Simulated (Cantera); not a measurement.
# Counterflow diffusion flame

A counterflow diffusion flame at 975 Torr, nozzles 20 mm apart: fuel side CH4 : C2H6 : C3H8 = 1 : 0.17 : 0.035 (molar parts) at 425 K, oxidiser side O2 : N2 = 0.22 : 0.78 (molar parts) at 475 K, fuel mass flux 0.8 times the oxidiser's; mixture-averaged transport, no radiation.

Computed with Cantera and GRI-Mech 3.0 (53 species, 325 reactions). GRI-Mech 3.0 has no aromatics or soot, which form on the fuel side of real flames. The maximum strain rate includes the flame's own expansion and is several times the mean.

```tsv
oxidiser flux (kg/m²/s)	max strain (1/s)	mean strain (1/s)	T max (K)	peak x OH	peak x H	peak x NO	peak x CO	peak x C2H2
0.33	189	36.4	2177	0.00861	0.00389	0.000322	0.0595	0.0222
0.45	248	49.6	2162	0.00864	0.00408	0.000302	0.0586	0.0211
0.61	327	67.3	2149	0.00866	0.00429	0.000282	0.0580	0.0202
0.84	439	92.7	2137	0.00871	0.00453	0.000260	0.0576	0.0192
1.2	610	132	2120	0.00866	0.00476	0.000231	0.0573	0.0180
1.6	795	176	2103	0.00853	0.00491	0.000205	0.0570	0.0169
2.2	1070	243	2083	0.00831	0.00505	0.000173	0.0569	0.0156
3	1420	331	2060	0.00801	0.00513	0.000141	0.0571	0.0142
4.1	1900	452	2033	0.00756	0.00511	0.000107	0.0574	0.0125
```
x: mole fraction; the columns are a selection and need not sum to one.
